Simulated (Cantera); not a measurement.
An isothermal, constant-pressure homogeneous reactor starts with CH4 : H2 = 6.1 : 5 (molar parts), at 1725 K and 0.00360 bar.

Model: GRI-Mech 3.0 (53 species, 325 reactions), integrated in Cantera. GRI-Mech 3.0 stops at C3 and has no aromatics, soot or wall deposition, so with more carbon than oxygen in the feed, carbon stays in small species such as C2H2 where larger ones or solid carbon would form. Radical loss at walls, strong at low pressure, is not modelled.

Predict: x(CH4) at 100 s; x(H2) at 100 s; x(CH3) at 100 s; x(C2H2) at 100 s; x(CH2) at 100 s.


```json
{
 "x(CH4) at 100 s": "0.000137 (gas-phase equilibrium 0.000116)",
 "x(H2) at 100 s": "0.820 (gas-phase equilibrium 0.820)",
 "x(CH3) at 100 s": "9.54e-6 (gas-phase equilibrium 8.09e-6)",
 "x(C2H2) at 100 s": "0.177 (gas-phase equilibrium 0.177)",
 "x(CH2) at 100 s": "3.46e-8 (gas-phase equilibrium 2.94e-8)"
}
```
